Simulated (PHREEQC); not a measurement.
PHREEQC input (ion-association model, wateq4f.dat):

```
SOLUTION 1
  temp 25
  units mol/kgw
  pH 7 charge
END
SELECTED_OUTPUT 1
  -reset false
  -pH true
  -pe true
  -ionic_strength true
  -water true
  -totals Ca S S(-2) S(6)
  -molalities H+ Ca+2 SO4-2 CaSO4 CaOH+ HSO4- H2S HS- S-2 O2
    OH- CaHSO4+
  -equilibrium_phases Gypsum Portlandite
PRINT
  -reset false
USE solution 1
REACTION_TEMPERATURE 1
  5 11 17 23 29 35 41 47 53 59 65 71 77 83 89 95
EQUILIBRIUM_PHASES 1
  Gypsum 0 0.5
  Portlandite 0 0
  O2(g) -0.68 10
END
```

Selected output (columns that matter, 15 of 16 rows; T (°C) added in front):

```
T (°C)	pH	mu	Ca	S	m_H+	m_Ca+2	m_SO4-2	m_CaSO4	m_OH-	Gypsum
5	7.3436	0.039386	0.013896	0.013896	5.2297e-08	0.0098464	0.0098464	0.0040496	4.9108e-08	0.4861
11	7.2618	0.040441	0.014546	0.014546	6.3279e-08	0.01011	0.01011	0.0044356	7.042e-08	0.48545
17	7.1775	0.041219	0.015092	0.015092	7.6993e-08	0.010305	0.010305	0.0047877	9.6929e-08	0.4849
23	7.094	0.041724	0.015529	0.015529	9.3481e-08	0.010431	0.010431	0.0050983	1.2942e-07	0.48446
29	7.0135	0.041968	0.015853	0.015853	1.1271e-07	0.010492	0.010492	0.0053614	1.689e-07	0.48414
35	6.9372	0.041966	0.016065	0.016065	1.3456e-07	0.010492	0.010492	0.005573	2.1653e-07	0.48393
41	6.8657	0.041737	0.016165	0.016165	1.5885e-07	0.010434	0.010434	0.0057311	2.7365e-07	0.48383
53	6.7379	0.040678	0.016056	0.016056	2.1363e-07	0.01017	0.010169	0.0058862	4.2249e-07	0.48393
59	6.6816	0.039892	0.01586	0.01586	2.434e-07	0.0099731	0.0099728	0.0058869	5.177e-07	0.48413
65	6.6302	0.038965	0.015582	0.015582	2.7419e-07	0.0097412	0.0097409	0.0058407	6.2943e-07	0.48441
71	6.5835	0.037918	0.015231	0.015231	3.0549e-07	0.0094795	0.0094791	0.0057519	7.5988e-07	0.48476
77	6.5413	0.036772	0.014818	0.014818	3.3681e-07	0.009193	0.0091925	0.0056252	9.1152e-07	0.48517
83	6.5035	0.035547	0.014353	0.014353	3.6762e-07	0.0088868	0.0088861	0.0054659	1.087e-06	0.48564
89	6.4697	0.034261	0.013845	0.013845	3.9744e-07	0.0085654	0.0085646	0.0052792	1.2892e-06	0.48615
95	6.4398	0.032932	0.013304	0.013304	4.2579e-07	0.0082331	0.0082321	0.0050704	1.5212e-06	0.48669
```

At this temperature some constants are extrapolated from 25 °C, and those without enthalpy data are left unchanged. Outside its range of stability a hydrate's values are those of a metastable solid.
